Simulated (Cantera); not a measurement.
**Thermodynamics of silicon oxide and oxynitride deposition, feed SiF4 + O3 + O2**

A closed system holds: 1 mol SiF4, 5.3 mol O3, 5.8 mol O2, at 2098.15 K.

Method: chemical equilibrium by Gibbs-energy minimisation in Cantera with the NASA 1993 tables (ideal gas, pure condensed phases). Candidate condensed phases: Si, SiO2; 17 gas species. The tables' values for SiF3, SiO2, SiF2 are old estimates; treat these amounts as uncertain. The tables hold silica as quartz up to 1696 K and as liquid above; real silica turns to tridymite and cristobalite and melts near 1996 K. Kinetics and transport are ignored.

```csv
P (Pa),x O2,x O,x SiF4,x F,x SiO,n SiO2(l)
5,0.726,0.165,0.0446,0.0493,0.0111,0
15,0.812,0.101,0.0549,0.0245,0.00507,0
45,0.863,0.0601,0.0606,0.0119,0.00219,0
140,0.893,0.0347,0.0638,0.00568,0.000859,0
410,0.910,0.0204,0.0655,0.00285,0.000328,0
1200,0.919,0.0120,0.0664,0.00145,0.000115,0
3700,0.925,0.00686,0.0670,0.000786,2.64e-5,0.000545
11000,0.928,0.00399,0.0674,0.000457,5.15e-6,0.000593
33000,0.930,0.00230,0.0675,0.000264,9.89e-7,0.000414
100000,0.931,0.00132,0.0676,0.000152,1.87e-7,0.000258
```
x: gas mole fraction; n: condensed amount in mol.

From 5.00 Pa to 1200 Pa nothing is condensed. From 3700 Pa to 100000 Pa the condensed part is SiO2(l). The main Si-bearing gas is SiF4 throughout.
